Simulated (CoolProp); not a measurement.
Vapour-liquid equilibrium of p-xylene (1) + n-nonane (2) at 139.85 °C; x and y are mole fractions of (1).

The numbers come from the multi-fluid Helmholtz-energy mixture model, Zhou 2012 and Lemmon 2006; pair parameters Bell 2016 in CoolProp.

**Question.** Give the bubble pressure and the first vapour's composition at x = 0.05, 0.45, 0.55. Is there an azeotrope?

**Answer.** x = 0.05: 0.07704 MPa, y = 0.071; x = 0.45: 0.08979 MPa, y = 0.528; x = 0.55: 0.09268 MPa, y = 0.624. No azeotrope shows between x = 0.05 and 0.95.

Pair parameters are fitted to limited data, so mixtures are less certain than the pure fluids.
